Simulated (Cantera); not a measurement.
Feed: 1 mol C3H8, 0.24 mol CO2, 23 mol H2, held at 320 Pa.

Method: chemical equilibrium by Gibbs-energy minimisation in Cantera with the NASA 1993 tables (ideal gas, pure condensed phases). Candidate condensed phases: C, C6H6, C7H8, C8H18, H2O; 110 gas species. Rates play no part. All values below are at 1073 K.

Base state: H2 0.982, CO 0.0175, CH4 0.000142 (mole fractions); condensed: C(graphite).

Task: What changes in the equilibrium state with this change: C3H8 replaced by CH3OH?

Result: 
```tsv
species	before	after
H2	0.982	0.944
CO	0.0175	0.0468
H2O	7.14e-6	0.00868
CO2	1.37e-7	0.000466
CH4	0.000142	2.77e-7
C(graphite), mol	2.76	0
```
